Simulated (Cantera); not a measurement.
An adiabatic, constant-volume homogeneous reactor starts with 6.11 % CH4, 4.28 % H2, 12.0 % O2, 77.6 % N2, equivalence ratio 1.2, at 1350 K and 248 Torr.

Detailed kinetics in Cantera: GRI-Mech 3.0 (53 species, 325 reactions).

One state of this run: T (K) = 2612; P (bar) = 0.651; x CH4 = <1e-12; x H2 = 0.0259; x O2 = 0.00377; x HO2 = 9.39e-7; x CO2 = 0.0258; x CO = 0.0342; x HCN = 1.21e-9. x: mole fraction; the columns are a selection and need not sum to one.

**Question.** Which value of t (s) does it belong to?
(A) 0.0120
(B) 1.01e-5
(C) 0.00143
(D) 0.000172

**Answer.** A, 0.0120
